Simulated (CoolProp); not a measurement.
R21 along the isobar 27.5 MPa: fugacity coefficient from the reference equation and from simpler models built on Tc = 452.7 K, pc = 5.289 MPa, ω = 0.206; each cubic takes its own stable root.

The numbers come from the reference Helmholtz-energy equation of state, Platzer 1990 in CoolProp. This equation is an older, rougher fit; its heat capacities, sound speeds and derivatives of the liquid may be far off and weren't checked against measurements.

```json
[
 {"T (K)": "245.1", "phase": "liquid", "reference": "0.001694"},
 {"T (K)": "273.6", "phase": "liquid", "reference": "0.006009"},
 {"T (K)": "302.1", "phase": "liquid", "reference": "0.01597"},
 {"T (K)": "330.6", "phase": "liquid", "reference": "0.03439"},
 {"T (K)": "359.1", "phase": "liquid", "reference": "0.06339"},
 {"T (K)": "387.5", "phase": "liquid", "reference": "0.1037"},
 {"T (K)": "416", "phase": "liquid", "reference": "0.1552"},
 {"T (K)": "444.5", "phase": "liquid", "reference": "0.2162"},
 {"T (K)": "473", "phase": "supercritical", "reference": "0.2844"}
]
```

Task: How far does each simpler model (van der Waals, Redlich-Kwong, Soave-Redlich-Kwong, Peng-Robinson) lie from the reference over these 9 states: mean and median of the absolute difference, and the worst?

Result: 
- van der Waals: mean 443.8 %, median 159.5 %, worst +2003.3 % at 245.1 K and 27.5 MPa
- Redlich-Kwong: mean 38.4 %, median 30.8 %, worst +93.2 % at 245.1 K and 27.5 MPa
- Soave-Redlich-Kwong: mean 6.9 %, median 6.8 %, worst +8.3 % at 444.5 K and 27.5 MPa
- Peng-Robinson: mean 3.0 %, median 3.0 %, worst -4.3 % at 330.6 K and 27.5 MPa
